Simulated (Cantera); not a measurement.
A closed system holds: 1 mol Al(CH₃)₃, 0.89 mol N₂, at 0.00380 bar.

These are equilibrium values from Cantera (NASA tables, ideal gas, pure condensed phases), not measurements of a reactor. Candidate condensed phases: Al, AlN, C, C₆H₆, C₇H₈, C₈H₁₈; 97 gas species. The feed counts by its element totals alone. Rates play no part.

x: gas mole fraction; n: condensed amount in mol.

| T (K) | x H₂ | x N₂ | x Al | x H | n AlN(s) | n C(graphite) |
|---|---|---|---|---|---|---|
| 1048 | 0.920 | 0.0798 | <1e-12 | 1.20e-7 | 1.00 | 3.00 |
| 1148 | 0.920 | 0.0798 | <1e-12 | 1.11e-6 | 1.00 | 3.00 |
| 1248 | 0.920 | 0.0797 | ___ | ___ | 1.00 | 3.00 |
| 1348 | 0.920 | 0.0797 | ___ | ___ | 1.00 | 3.00 |
| 1448 | 0.920 | 0.0797 | 1.49e-7 | 0.000143 | 1.000 | 3.00 |
| 1548 | 0.920 | 0.0795 | 4.56e-6 | 0.000479 | 1.000 | 3.00 |
| 1648 | 0.918 | 0.0794 | 9.14e-5 | 0.00138 | 1.000 | 3.00 |
| 1748 | 0.914 | 0.0795 | 0.00129 | 0.00354 | 0.993 | 2.99 |
| 1848 | 0.892 | 0.0835 | 0.0133 | 0.00812 | 0.932 | 2.99 |
| 1948 | 0.770 | 0.114 | 0.0943 | 0.0161 | 0.447 | 2.97 |

Problem. Some entries are withheld; supply them.

Solution. 
- 1248, x Al: 3.02e-11
- 1248, x H: 7.27e-6
- 1348, x Al: 2.92e-9
- 1348, x H: 3.60e-5
